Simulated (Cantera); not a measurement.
Gas mixture: CH3OH : N2 : CO : C3H8 = 0.58 : 0.77 : 0.36 : 0.98 (molar parts), at 1000000 Pa, frozen composition.

Cantera's kinetic-theory transport with the Lennard-Jones parameters of GRI-Mech 3.0, ideal gas; thermal conductivity in the mixture-averaged form. Polar gases are described roughly by these parameters. The composition is frozen, though it would react at the higher temperatures.

D: mixture-averaged diffusion coefficient of that species in the mixture.

| T (K) | ρ (kg/m³) | cp (J/kg/K) | μ (µPa s) | λ (mW/m/K) | Pr | D (cm²/s) H | D (cm²/s) CH3 | D (cm²/s) O |
|---|---|---|---|---|---|---|---|---|
| 400 | 10.4 | 1660 | 14.6 | 30.8 | 0.784 | 0.152 | 0.0283 | ___ |
| 600 | 6.96 | 2132 | 20.5 | 52.1 | 0.838 | 0.314 | 0.0585 | ___ |
| 800 | 5.22 | 2501 | 25.6 | 73.4 | 0.873 | 0.518 | 0.0965 | ___ |
| 1000 | 4.18 | 2785 | 30.2 | 94.0 | 0.896 | 0.759 | 0.141 | ___ |
| 1200 | 3.48 | 2985 | 34.5 | 114 | 0.905 | 1.03 | 0.193 | ___ |
| 1400 | 2.98 | 3149 | 38.4 | 132 | 0.914 | 1.34 | 0.250 | ___ |
| 1600 | 2.61 | 3283 | 42.0 | 150 | 0.920 | 1.68 | 0.312 | ___ |

### Question
What belongs in the gaps?

### Answer

- 400, D (cm²/s) O: 0.0401
- 600, D (cm²/s) O: 0.0814
- 800, D (cm²/s) O: 0.133
- 1000, D (cm²/s) O: 0.194
- 1200, D (cm²/s) O: 0.263
- 1400, D (cm²/s) O: 0.340
- 1600, D (cm²/s) O: 0.425
